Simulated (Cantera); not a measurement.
Pyrogenic steam for wet oxidation

An isothermal, constant-pressure homogeneous reactor starts with 44.0 % H2, 31.4 % O2, 24.5 % N2, equivalence ratio 0.70, at 1050 K and 1.00 bar.

Cantera simulation using GRI-Mech 3.0 (53 species, 325 reactions); the numbers are that mechanism's predictions, not measurements. The temperature is held fixed by assumption; the heat of reaction is taken as removed at once.

```csv
t (s),x H2,x O2,x NO2,x O,x HO2,x NO
2.00e-6,0.440,0.314,<1e-12,8.68e-11,8.99e-10,<1e-12
1.34e-5,0.440,0.314,<1e-12,3.20e-9,2.28e-8,<1e-12
8.94e-5,0.228,0.221,2.79e-10,0.00188,0.000471,1.88e-7
0.000598,0.154,0.188,1.35e-7,7.87e-7,0.000168,9.12e-8
0.00400,0.140,0.182,1.10e-7,1.65e-6,0.000228,1.17e-7
0.0267,0.0595,0.147,1.39e-7,1.28e-6,0.000165,9.67e-8
0.179,0.00184,0.122,2.23e-7,7.97e-8,1.91e-5,1.94e-8
1.20,4.67e-5,0.121,2.35e-7,6.07e-10,1.01e-6,6.99e-9
8.00,6.82e-10,0.121,8.82e-9,1.92e-10,3.38e-9,2.34e-7
```
x: mole fraction; the columns are a selection and need not sum to one.

Equilibrium at this temperature and pressure: H2 5.91e-10, O2 0.121, NO2 7.44e-7, O 2.34e-10, HO2 3.13e-9, NO 2.55e-5 (gas phase only).
